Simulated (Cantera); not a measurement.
An isothermal plug-flow reactor at 823 K and 4.93 atm (inlet), inlet velocity 0.75 m/s, active area per volume 170 1/m; feed CO : O₂ : N₂ = 0.024 : 0.2 : 0.79 (molar parts).

Computed with Cantera and Deutschmann's 1995 Pt surface mechanism with GRI-Mech 3.0 gas chemistry. Catalytic surfaces can have several steady states; this one follows from the mechanism file's or the stated starting coverage. Mass transfer to the wall is taken as infinitely fast.

Task: What does this change do: N2 0.79 to 0.53 parts?

Result: 
```csv
quantity,before,after
x(CO) at z = 0.062 m,0.000964,0.00196
x(O₂) at z = 0.062 m,0.188,0.254
x(H₂O) at z = 0.062 m,<1e-12,<1e-12
x(CO₂) at z = 0.062 m,0.0230,0.0303
θ(free Pt) at the exit,0.0194,0.0173
θ(O*) at the exit,0.980,0.982
```
